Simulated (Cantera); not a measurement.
Charge: 1 mol SO₂, 3.2 mol H₂, 0.25 mol N₂, equilibrated at 1873.15 K and 38.0 bar.

These are equilibrium values from Cantera (NASA tables, ideal gas, pure condensed phases), not measurements of a reactor. Candidate condensed phases: H₂O, H₂SO₄, S; 35 gas species. The ideal-gas law is rough above about 30 bar. Rates play no part.

Base state: H₂O 0.534, H₂S 0.178, H₂ 0.165, N₂ 0.0687, S₂ 0.0415, SO₂ 0.00692, SH 0.00439, SO 0.000901 (mole fractions); condensed: gas only.

Q: What changes in the equilibrium state with this change: SO₂ replaced by S?

A: 
| species | before | after |
|---|---|---|
| H₂ | 0.165 | 0.647 |
| H₂S | 0.178 | 0.271 |
| N₂ | 0.0687 | 0.0718 |
| H₂O | 0.534 | 0 |
| S₂ | 0.0415 | 0.00636 |
| SO₂ | 0.00692 | 0 |
| SO | 0.000901 | 0 |

Q: What changes in the equilibrium state with this change: pressure from 38.0 bar to 0.150 bar?

A: 
```tsv
species	before	after
H₂O	0.534	0.441
H₂	0.165	0.330
S₂	0.0415	0.0865
H₂S	0.178	0.0321
SO₂	0.00692	0.0273
N₂	0.0687	0.0631
NH₃	1.69e-5	1.80e-7
S	4.33e-5	0.000995
```
